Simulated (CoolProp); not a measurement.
Nitrogen along the isobar 105 bar: fugacity coefficient from the reference equation and from simpler models built on Tc = -147.0 °C, pc = 33.96 bar, ω = 0.037; each cubic takes its own stable root.

The numbers come from the reference Helmholtz-energy equation of state, Span 2000 in CoolProp.

| T (°C) | phase | reference |
|---|---|---|
| -190.35 | liquid | 0.02789 |
| -183.65 | liquid | 0.04921 |
| -176.85 | liquid | 0.07943 |
| -170.15 | liquid | 0.1179 |
| -163.45 | liquid | 0.1646 |
| -156.75 | liquid | 0.2184 |
| -150.05 | liquid | 0.2778 |
| -143.25 | supercritical | 0.3417 |
| -136.55 | supercritical | 0.4060 |
| -129.85 | supercritical | 0.4693 |
| -123.15 | supercritical | 0.5295 |
| -116.45 | supercritical | 0.5848 |
| -109.65 | supercritical | 0.6351 |

Task: How far does each simpler model (van der Waals, Redlich-Kwong, Soave-Redlich-Kwong, Peng-Robinson) lie from the reference over these 13 states: mean and median of the absolute difference, and the worst?

Result: 
- van der Waals: mean 48.7 %, median 20.5 %, worst +205.2 % at -190.35 °C and 105 bar
- Redlich-Kwong: mean 2.2 %, median 1.7 %, worst -8.5 % at -190.35 °C and 105 bar
- Soave-Redlich-Kwong: mean 1.8 %, median 1.9 %, worst +2.5 % at -150.05 °C and 105 bar
- Peng-Robinson: mean 4.9 %, median 5.0 %, worst -5.3 % at -183.65 °C and 105 bar
